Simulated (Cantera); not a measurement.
Feed: 1 mol Fe2O3, 2.2 mol H2S, 0.3 mol CO2, held at 1000 Pa.

Method: chemical equilibrium by Gibbs-energy minimisation in Cantera with the NASA 1993 tables (ideal gas, pure condensed phases). Candidate condensed phases: C, C6H6, C7H8, C8H18, Fe, Fe(CO)5, FeO, Fe(OH)2, Fe(OH)3, FeS, FeSO4, FeS2, Fe2O3, Fe2(SO4)3, Fe3O4, H2O, H2SO4, S; 127 gas species. Metal and sulfide melt together well below either melting point, which pure phases cannot show. Mutual solubility and eutectic melting of coexisting phases are not modelled. The tables' stoichiometric FeO is somewhat more stable than real wüstite, so its field is too wide. FeO, FeS: taken at fixed stoichiometry. Gases not in the tables: S3 to S7. Rates play no part.

### Question
Which condensed phases are stable at each of these points (T (K)): 1223, 1248, 1273, 1298, 1323, 1348, 1373, 1398, 1423, 1448, 1473, 1498, 1523?

### Answer
| T (K) | condensed phases | Fe condensed (%) |
|---|---|---|
| 1223 | FeO(s) + FeS(s) | 100.0 |
| 1248 | FeO(s) + FeS(s) | 100.0 |
| 1273 | FeO(s) + FeS(s) | 100.0 |
| 1298 | FeO(s) + FeS(s) | 100.0 |
| 1323 | FeO(s) + FeS(s) | 100.0 |
| 1348 | FeO(s) + FeS(s) | 100.0 |
| 1373 | FeO(s) + FeS(s) | 100.0 |
| 1398 | FeO(s) + FeS(s) | 100.0 |
| 1423 | FeO(s) + FeS(s) | 100.0 |
| 1448 | FeO(s) + FeS(s) | 100.0 |
| 1473 | FeO(s) + FeS(l) | 100.0 |
| 1498 | FeO(s) + FeS(l) | 100.0 |
| 1523 | FeO(s) + FeS(l) | 100.0 |

From 1223 K to 1448 K the condensed part is FeO(s) + FeS(s). From 1473 K to 1523 K the condensed part is FeO(s) + FeS(l).
